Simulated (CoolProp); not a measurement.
Properties of n-perfluorohexane along the isotherm 450 K.

The numbers come from the reference Helmholtz-energy equation of state, Gao 2022 in CoolProp.

```
p (MPa)          phase  cp (kJ/(kg K))  expansivity (1/kK)
-------  -------------  --------------  ------------------
0.335              gas           1.023               2.865
0.67               gas           1.048               3.887
1                  gas           1.092               5.717
1.34               gas           1.202               10.24
1.67               gas           1.807               34.49
2.01     supercritical           1.929               28.19
2.34     supercritical           1.535               13.62
2.68     supercritical           1.423               9.677
3.01     supercritical           1.369               7.825
3.35     supercritical           1.334               6.667
3.68     supercritical           1.311               5.901
4.02     supercritical           1.293               5.323
4.35     supercritical           1.279               4.891
```

The peak of cp marks the crossing from liquid-like to gas-like fluid above the critical point.
